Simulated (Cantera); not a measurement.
A closed system holds: 1 mol SiC, 0.01 mol O2, 150 mol H2, 0.074 mol CO2, held at 101000 Pa.

These are equilibrium values from Cantera (NASA tables, ideal gas, pure condensed phases), not measurements of a reactor. Candidate condensed phases: C, C6H6, C7H8, C8H18, H2O, Si, SiC, SiO2; 123 gas species. Mutual solubility and eutectic melting of coexisting phases are not modelled. The tables hold silica as quartz up to 1696 K and as liquid above; real silica turns to tridymite and cristobalite and melts near 1996 K. The numbers say what is thermodynamically allowed, not how fast it happens.

log p: log10 of the partial pressure in bar; n: condensed amount in mol.

| T (°C) | log p H2 | log p CH4 | log p CO | log p H | log p SiO | log p H2O | n SiC(s) | n SiO2(β-quartz) |
|---|---|---|---|---|---|---|---|---|
| 950 | 0.01 | -2.97 | -5.68 | -6.52 | -6.79 | -6.26 | 0.916 | 0.0838 |
| 1050 | 0.01 | -3.00 | -4.31 | -5.80 | -5.69 | -5.60 | 0.920 | 0.0801 |
| 1150 | 0.01 | (withheld) | (withheld) | (withheld) | (withheld) | (withheld) | 0.940 | (withheld) |
| 1250 | 0.01 | -3.75 | -3.17 | -4.63 | -3.60 | -4.88 | 0.948 | 0.0144 |
| 1350 | 0.01 | (withheld) | -3.12 | (withheld) | -3.43 | (withheld) | 0.944 | 0 |
| 1450 | 0.01 | -4.00 | -3.12 | -3.74 | -3.44 | -5.47 | 0.945 | 0 |
| 1550 | 0.01 | -4.08 | -3.11 | -3.36 | -3.45 | -5.76 | 0.946 | 0 |

Question: What belongs in the gaps?

Answer: 
- 1350, log p CH4: -3.92
- 1350, log p H: -4.16
- 1350, log p H2O: -5.14
- 1150, log p CH4: -3.25
- 1150, log p CO: -3.47
- 1150, log p H: -5.18
- 1150, log p SiO: -4.65
- 1150, log p H2O: -5.14
- 1150, n SiO2(β-quartz): 0.0567
